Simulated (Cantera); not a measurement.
A closed system holds: 1 mol Si₃N₄, 0.085 mol CO₂, 5 mol N₂, 3.6 mol N₂O, held at 1400 °C.

Method: chemical equilibrium by Gibbs-energy minimisation in Cantera with the NASA 1993 tables (ideal gas, pure condensed phases). Candidate condensed phases: C, Si, SiC, SiO₂, Si₂N₂O, Si₃N₄; 34 gas species. Mutual solubility and eutectic melting of coexisting phases are not modelled. The tables hold silica as quartz up to 1696 K and as liquid above; real silica turns to tridymite and cristobalite and melts near 1996 K. Rates play no part.

**Question.** Which condensed phases are stable at each of these points (P (Pa)): 0.100, 0.750, 5.60, 42, 320, 2400, 18000, 130000, 1000000?

**Answer.** 
```json
[
 {"P (Pa)": "0.100", "condensed phases": "SiO₂(β-quartz)", "Si condensed (%)": "21.8"},
 {"P (Pa)": "0.750", "condensed phases": "SiO₂(β-quartz)", "Si condensed (%)": "22.7"},
 {"P (Pa)": "5.60", "condensed phases": "SiO₂(β-quartz)", "Si condensed (%)": "22.8"},
 {"P (Pa)": "42", "condensed phases": "SiO₂(β-quartz)", "Si condensed (%)": "22.8"},
 {"P (Pa)": "320", "condensed phases": "SiO₂(β-quartz)", "Si condensed (%)": "22.8"},
 {"P (Pa)": "2400", "condensed phases": "SiO₂(β-quartz) + Si₂N₂O(s)", "Si condensed (%)": "93.0"},
 {"P (Pa)": "18000", "condensed phases": "SiO₂(β-quartz) + Si₂N₂O(s)", "Si condensed (%)": "99.5"},
 {"P (Pa)": "130000", "condensed phases": "SiO₂(β-quartz) + Si₂N₂O(s)", "Si condensed (%)": "100.0"},
 {"P (Pa)": "1000000", "condensed phases": "SiO₂(β-quartz) + Si₂N₂O(s)", "Si condensed (%)": "100.0"}
]
```

From 0.100 Pa to 3.20 mbar the condensed part is SiO₂(β-quartz). From 24.0 mbar to 10.0 bar the condensed part is SiO₂(β-quartz) + Si₂N₂O(s).
